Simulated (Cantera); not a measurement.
**N2O furnace oxynitridation**

An isothermal, constant-pressure homogeneous reactor starts with 33.1 % N₂O, 0.695 % H₂, 66.2 % N₂, at 1523 K and 100.0 Torr.

Detailed kinetics in Cantera: GRI-Mech 3.0 (53 species, 325 reactions). GRI-Mech 3.0 was tuned for natural gas; its chemistry of N2O as a main component is partial and can be far from experiment. The temperature is held fixed by assumption; the heat of reaction is taken as removed at once.

| t (s) | x N₂O | x H₂ | x O | x NO | x O₂ | x HO₂ |
|---|---|---|---|---|---|---|
| 8.00e-6 | 0.331 | 0.00695 | 1.17e-5 | 4.92e-7 | 6.67e-7 | 1.60e-9 |
| 3.53e-5 | 0.331 | 0.00693 | 3.47e-5 | 7.94e-6 | 1.01e-5 | 1.32e-7 |
| 0.000156 | 0.330 | 0.00658 | 4.99e-5 | 8.61e-5 | 9.24e-5 | 4.39e-6 |
| 0.000690 | 0.325 | 0.00350 | 6.51e-5 | 0.000593 | 0.000638 | 1.17e-5 |
| 0.00305 | 0.313 | 0.000254 | 8.08e-5 | 0.00237 | 0.00363 | 7.43e-6 |
| 0.0135 | 0.276 | 9.68e-7 | 8.08e-5 | 0.00947 | 0.0156 | 2.79e-6 |
| 0.0594 | 0.164 | 9.30e-7 | 7.67e-5 | 0.0311 | 0.0530 | 6.92e-7 |
| 0.263 | 0.0213 | 1.19e-6 | 5.69e-5 | 0.0566 | 0.102 | 8.26e-8 |
| 1.16 | 6.68e-5 | 1.41e-7 | 5.62e-6 | 0.0591 | 0.110 | 2.13e-8 |
| 5.12 | 1.07e-6 | 1.28e-7 | 5.06e-6 | 0.0590 | 0.110 | 2.07e-8 |
| 22.6 | 1.06e-6 | 1.27e-7 | 5.06e-6 | 0.0587 | 0.110 | 2.07e-8 |
| 100 | 1.01e-6 | 1.27e-7 | 5.07e-6 | 0.0575 | 0.111 | 2.08e-8 |
x: mole fraction; the columns are a selection and need not sum to one.

Equilibrium at this temperature and pressure: N₂O 2.69e-8, H₂ 1.13e-7, O 5.67e-6, NO 0.00116, O₂ 0.139, HO₂ 2.47e-8 (gas phase only).
